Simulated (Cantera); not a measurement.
Fluorocarbon and chlorocarbon gases: CH2F2 + CH4

Input: 1 mol CH2F2, 0.11 mol CH4, at 2323 K and 4.90 mbar.

Cantera equilibrium calculation (NASA polynomials, part measured and part estimated; ideal gas, pure solids and liquids). Candidate condensed phases: C, C6H6, C7H8, C8H18; 95 gas species. Rates play no part.

The x(HF) is 0.881. The x(H2) is 0.0755, the x(H) is 0.0428 and the x(F) comes out as 0.000635. The x(C2H2 (acetylene)) is 0.000366 and the x(CF) is 1.15e-5. The x(C2H) is 9.90e-6, the x(C3) is 5.20e-6 and the x(C) is 2.47e-6. The n(C(graphite)) is 1.11 mol and the gas amount is 2.269 mol.
